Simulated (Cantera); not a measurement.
Charge: 1 mol SiHCl₃, 9.7 mol H₂, equilibrated at 1700 K and 19000 Pa.

Equilibrium computed with Cantera from the NASA thermochemical tables; the gas is ideal and each condensed phase is pure. Candidate condensed phases: Si; 19 gas species. The tables' values for SiCl₃, SiCl are old estimates; treat these amounts as uncertain. Gases not in the tables: Si₂H₆ and higher silanes. The numbers say what is thermodynamically allowed, not how fast it happens.

Base state: H₂ 0.813, HCl 0.120, SiCl₂ 0.0630, SiCl₃ 0.00293, SiHCl₃ 0.000354, H 0.000305, SiCl₄ 0.000269, SiH₂Cl₂ 8.11e-5 (mole fractions); condensed: Si(l).

### Question
What changes in the equilibrium state with this change: temperature from 1700 K to 1198.15 K?

### Answer
```
species       before     after
----------  --------  --------
H₂             0.813     0.883
HCl            0.120    0.0533
SiCl₄       0.000269    0.0344
SiCl₂         0.0630   0.00757
SiHCl₃      0.000354    0.0153
SiCl         3.35e-5   3.06e-9
Cl           3.49e-5   2.15e-8
SiH₂         1.15e-5   1.01e-8
H           0.000305   4.11e-7
SiH₂Cl₂      8.11e-5  0.000895
Si(l), mol     0.221         0
Si(s), mol         0     0.293
```
The tables' values for SiCl₃ are old estimates; treat these amounts as uncertain.

### Question
What changes in the equilibrium state with this change: temperature from 1700 K to 1373 K?

### Answer
```csv
species,before,after
H₂,0.813,0.840
HCl,0.120,0.0981
SiCl₂,0.0630,0.0329
SiCl₄,0.000269,0.0123
SiCl,3.35e-5,2.26e-7
SiH₂,1.15e-5,2.11e-7
Cl,3.49e-5,6.77e-7
"Si(l), mol",0.221,0
"Si(s), mol",0,0.293
```
The tables' values for SiCl₃ are old estimates; treat these amounts as uncertain.

### Question
What changes in the equilibrium state with this change: H₂ from 9.7 to 33 mol?

### Answer
```csv
species,before,after
H₂,0.813,0.928
HCl,0.120,0.0584
SiCl₂,0.0630,0.0131
SiCl₄,0.000269,1.17e-5
SiCl₃,0.00293,0.000279
SiHCl₃,0.000354,3.60e-5
"Si(l), mol",0.221,0.526
```
